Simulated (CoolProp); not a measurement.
Vapour-liquid equilibrium of acetone (1) + ethanol (2) at 443.6 K; x and y are mole fractions of (1).

Values from CoolProp's multi-fluid Helmholtz-energy mixture model, Lemmon 2006 and Schroeder 2014; pair parameters Bell 2016.

| x | bubble pressure (kPa) | y at the bubble point | dew pressure at overall composition x (kPa) | liquid density (mol/L) |
|---|---|---|---|---|
| 0.05 | 1645 | 0.067 | 1634 | 13.12 |
| 0.15 | 1711 | 0.185 | … | 12.66 |
| 0.25 | 1759 | 0.287 | 1743 | … |
| 0.35 | 1793 | 0.379 | … | 11.84 |
| 0.45 | 1813 | 0.466 | 1810 | 11.47 |
| 0.55 | 1820 | 0.550 | 1820 | … |
| 0.65 | 1813 | 0.637 | 1811 | 10.84 |
| 0.75 | … | 0.728 | … | 10.57 |
| 0.85 | 1759 | 0.827 | 1749 | 10.33 |
| 0.95 | … | … | 1702 | 10.12 |

### Question
What belongs in the gaps?

### Answer

- 0.15, dew pressure at overall composition x (kPa): 1692
- 0.25, liquid density (mol/L): 12.23
- 0.35, dew pressure at overall composition x (kPa): 1784
- 0.55, liquid density (mol/L): 11.14
- 0.75, bubble pressure (kPa): 1794
- 0.75, dew pressure at overall composition x (kPa): 1787
- 0.95, bubble pressure (kPa): 1708
- 0.95, y at the bubble point: 0.939

y crosses x between x = 0.55 and 0.65: the model has an azeotrope there.

The pair parameters rest on a limited set of measurements; away from them the model extrapolates.
